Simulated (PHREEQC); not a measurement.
Dissolve 0.026 mol HF, 0.00065 mol (CH3)4NF and 0.011 mol H2SiF6 per kg of water at 60 °C. Closed to the air; pH follows from the charge balance.

Model: ion-association model, phreeqc.dat, run in PHREEQC.

The pH comes out as 1.72, the ionic strength comes out as 0.0335 mol/kgw and the total alkalinity comes out as -92.0 meq/kg.

```tsv
species	molality	activity	log γ
HF	0.0262	0.0264	0.003
H+	0.0219	0.0189	-0.064
SiF6-2	0.0110	0.00542	-0.306
(CH3)4N+	0.000650	0.000540	-0.080
F-	0.000576	0.000476	-0.082
HF2-	6.63e-5	5.53e-5	-0.079
H4SiO4	4.25e-5	4.28e-5	0.003
```

Precipitation was switched off in this run. (CH3)4N+ isn't in the database: it is added as a free cation with an ion size of 4 Å. Away from 25 °C the constants follow the database's enthalpies or fits; those with neither stay at their 25 °C values. SiF6-2 is the database's only silicon fluoride.
